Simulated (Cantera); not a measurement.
Charge: 1 mol H2O, 0.0078 mol SO2, 0.51 mol H2, equilibrated at 1900 Pa.

Method: chemical equilibrium by Gibbs-energy minimisation in Cantera with the NASA 1993 tables (ideal gas, pure condensed phases). Candidate condensed phases: H2O, H2SO4, S; 19 gas species. Kinetics and transport are ignored.

Q: At 550 °C, list the 3 most abundant gas species with their mole fractions, and the condensed phases.

A: H2O 0.673, H2 0.322, H2S 0.00517. Condensed: gas only.
